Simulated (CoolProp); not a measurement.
A single-stage vapour-compression cycle with R236EA: evaporating at 297.15 K (dew point), condensing at 362.15 K (bubble point), superheat 10 K, subcooling 0 K, compressor efficiency 0.65, no pressure losses. Each further row changes one setting.

The numbers come from the reference Helmholtz-energy equation of state, Rui 2013 in CoolProp.

```tsv
case	cooling COP	pressure ratio	discharge temperature (K)	refrigerating effect (kJ/kg)	volumetric capacity (kJ/m³)
as stated	1.81	6.21	369.6	78.4	989
evaporating temperature 302.15 K	2.08	5.23	369.5	(withheld)	1220
condensing temperature 357.15 K	2.10	(withheld)	365.2	85.6	1080
subcooling 5 K	1.98	6.21	369.6	85.6	1080
superheat 20 K	1.92	6.21	379.5	87.4	(withheld)
compressor efficiency 0.55	1.53	6.21	376.5	78.4	989
```

### Question
What belongs in the gaps?

### Answer

- evaporating temperature 302.15 K, refrigerating effect (kJ/kg): 82.2
- condensing temperature 357.15 K, pressure ratio: 5.54
- superheat 20 K, volumetric capacity (kJ/m³): 1060
